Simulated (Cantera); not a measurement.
Input: 1 mol Ta, 1.8 mol O2, 96 mol N2, held at 0.0350 bar.

Method: chemical equilibrium by Gibbs-energy minimisation in Cantera with the NASA 1993 tables (ideal gas, pure condensed phases). Candidate condensed phases: Ta, Ta2O5; 12 gas species. Kinetics and transport are ignored.

Which condensed phases are stable at each of these points (T (K)): 1625, 1725, 1825, 1925, 2025, 2125, 2225, 2325, 2425, 2525?


```csv
T (K),condensed phases,Ta condensed (%)
1625,Ta2O5(s),100.0
1725,Ta2O5(s),100.0
1825,Ta2O5(s),100.0
1925,Ta2O5(s),100.0
2025,Ta2O5(s),100.0
2125,Ta2O5(l),100.0
2225,Ta2O5(l),99.8
2325,Ta2O5(l),99.1
2425,Ta2O5(l),96.0
2525,Ta2O5(l),83.6
```

From 1625 K to 2025 K the condensed part is Ta2O5(s). From 2125 K to 2525 K the condensed part is Ta2O5(l).
